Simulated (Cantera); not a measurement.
A perfectly stirred reactor is fed with 10.1 % CH4, 1.31 % C2H6, 0.595 % C3H8, 18.5 % O2, 69.5 % N2, at 100000 Pa; it is adiabatic with a 375 K inlet, and is followed from long to short residence time, starting on the burning branch (τ in s: 0.049, 0.021, 0.0091, 0.0039, 0.0017, 0.00073, 0.00032, 0.00014, 5.9e-05, 2.5e-05, 1.1e-05, 4.7e-06).

Cantera simulation using GRI-Mech 3.0 (53 species, 325 reactions); the numbers are that mechanism's predictions, not measurements.

One state of this run: T (K) = 1961; x CH4 = 0.00176; x C2H6 = 5.37e-6; x C3H8 = 8.88e-7; x HCN = 0.000160; x NO = 7.64e-5; x CH2 = 7.90e-6. x: mole fraction; the columns are a selection and need not sum to one.

**Question.** Which value of τ (s) does it belong to?
A) 0.00032
B) 0.049
C) 0.0091
D) 0.0017

**Answer.** C, 0.0091
